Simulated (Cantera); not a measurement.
Cantera with NASA thermochemical tables; ideal gases at 1 bar, condensed phases pure. Values are per mole of reaction as written; species without (g) are pure solids or liquids, kept so even where they would boil at 1 bar. VN: taken at fixed stoichiometry.

### Question
Between 300 and 1725 K, where is each reaction favourable under standard conditions?
- 2 NH3(g) + 3 V2O5 → 3 V2O3 + 3 H2O2(g) + N2(g)
- 2 NO2(g) + V2O4 + 4 H2(g) → 2 VN + 4 H2O2(g)
- N2(g) + 10 VO2(g) → 4 V2O5 + 2 VN

### Answer
- 2 NH3(g) + 3 V2O5 → 3 V2O3 + 3 H2O2(g) + N2(g): ΔG° is 555 kJ at 300 K and 157 kJ at 1725 K; it stays positive (K < 1). ΔH° is 457 kJ and ΔS° 174 J/K at 1725 K.
- 2 NO2(g) + V2O4 + 4 H2(g) → 2 VN + 4 H2O2(g): ΔG° is 407 kJ at 300 K and 655 kJ at 1725 K; it stays positive (K < 1). ΔH° is 322 kJ and ΔS° -193 J/K at 1725 K.
- N2(g) + 10 VO2(g) → 4 V2O5 + 2 VN: ΔG° is -3636 kJ at 300 K and -986 kJ at 1725 K; it stays negative (K > 1). ΔH° is -3698 kJ and ΔS° -1572 J/K at 1725 K.
